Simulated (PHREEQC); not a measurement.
Consider water at 20 °C with 0.0075 mol/kgw HF and 0.0028 mol/kgw NH4F. Closed to the air; pH follows from the charge balance.

Model: ion-association model, wateq4f.dat, run in PHREEQC.

```csv
quantity,before,after
pH,2.93,3.82
ionic strength (mol/kgw),0.00405,0.00296
F- (mol/kgw),0.00396,0.00295
H2F2 (mol/kgw),0.000110,1.05e-6
HF2- (mol/kgw),8.67e-5,6.32e-6
```

**Question.** Name the change that produced these shifts.
A) HF from 0.0075 to 0.00075 mol/kgw
B) HF replaced by KHF2 at the same molality
C) diluted 10-fold with water
D) diluted 2-fold with water
E) NH4F from 0.0028 to 0.028 mol/kgw

**Answer.** A, HF from 0.0075 to 0.00075 mol/kgw

No solid was allowed to form.
